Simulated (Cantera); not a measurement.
Cantera run:

```python
import numpy as np
import cantera as ct

gas_names = """
    H HO2 H2 H2O H2O2 O OH O2 O3 Pb PbO Pb2
""".split()
cond_names = """
    H2O(s) H2O(L) Pb(cr) Pb(L) PbO(rd) PbO(yw) PbO(L) PbO2(s) Pb3O4(s)
""".split()


# ... load() reads the species with a 1 bar reference pressure and builds the phases ...
atoms = {
    'Pb': {'Pb': 1},
    'O2': {'O': 2},
    'H2': {'H': 2},
}
top_T = {'Pb3O4(s)': 820}  # K; cautious upper limits of use, not melting points


# ... equilibrate(T, P, feed) seeds the gas with the atoms and calls Mixture.equilibrate('TP', solver="vcs", rtol=1e-11, max_steps=5000) ...
results = []
feed = {'Pb': 1, 'O2': 0.01, 'H2': 11}  # mol
T = 750  # K
P = 101325  # Pa
mix = equilibrate(T, P, feed)
results.append((T, P, feed, dict(zip(mix.species_names, mix.species_moles))))
print(gas.report(threshold=0.001))
for i in range(1, mix.n_phases):
    print(f"{mix.phase(i).name:16s} {mix.phase_moles(i):12.5e} mol")
```

Output:

```
       temperature   750 K
          pressure   1.0132e+05 Pa
           density   0.03323 kg/m^3
  mean mol. weight   2.0451 kg/kmol
   phase of matter   gas

                          1 kg             1 kmol
                     ---------------   ---------------
          enthalpy        6.2523e+06        1.2786e+07  J
   internal energy        3.2031e+06        6.5506e+06  J
           entropy             77144        1.5777e+05  J/K
    Gibbs function       -5.1606e+07       -1.0554e+08  J
 heat capacity c_p             14413             29476  J/K
 heat capacity c_v             10347             21161  J/K

                      mass frac. Y      mole frac. X     chem. pot. / RT
                     ---------------   ---------------   ---------------
                H2           0.98398           0.99818           -16.829
               H2O          0.016016         0.0018182           -69.119
     [  +10 minor]        9.4786e-07        9.3558e-09

Pb(L)             1.00000e+00 mol
PbO(rd)           0.00000e+00 mol
PbO2(s)           0.00000e+00 mol
Pb3O4(s)          0.00000e+00 mol
```

Equilibrium computed with Cantera from the NASA thermochemical tables; the gas is ideal and each condensed phase is pure.
